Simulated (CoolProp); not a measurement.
Vapour-liquid equilibrium of ethylbenzene (1) + m-xylene (2) at 0.104 MPa; x and y are mole fractions of (1).

Values from CoolProp's multi-fluid Helmholtz-energy mixture model, Zhou 2012 and Zhou 2012; pair parameters Bell 2016.

| x | bubble temperature (K) | y at the bubble point | dew temperature at overall composition x (K) | liquid density (mol/L) |
|---|---|---|---|---|
| 0.05 | 413.0 | 0.054 | 413.0 | 7.107 |
| 0.2 | 412.5 | 0.214 | 412.5 | 7.112 |
| 0.35 | 412.0 | 0.368 | 412.1 | 7.117 |
| 0.5 | 411.5 | 0.519 | 411.6 | 7.124 |
| 0.65 | 411.1 | 0.666 | 411.2 | 7.132 |
| 0.8 | 410.7 | 0.810 | 410.8 | 7.140 |
| 0.95 | 410.4 | 0.953 | 410.4 | 7.149 |

No azeotrope shows between x = 0.05 and 0.95.

Pair parameters are fitted to limited data, so mixtures are less certain than the pure fluids.
